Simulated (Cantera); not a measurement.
Input: 1 mol BN, 2.8 mol F2, 0.6 mol N2, at 1075 K and 0.360 bar.

Method: chemical equilibrium by Gibbs-energy minimisation in Cantera with the NASA 1993 tables (ideal gas, pure condensed phases). Candidate condensed phases: B, BN; 13 gas species. Kinetics and transport are ignored.

Base state: N2 0.296, BF3 0.271, F2 0.263, F 0.167, NF3 0.00365 (mole fractions); condensed: gas only.

**Question.** What changes in the equilibrium state with this change: N2 from 0.6 to 13 mol?

**Answer.** 
```tsv
species	before	after
N2	0.296	0.825
F	0.167	0.0689
BF3	0.271	0.0611
F2	0.263	0.0444
NF3	0.00365	0.000424
```
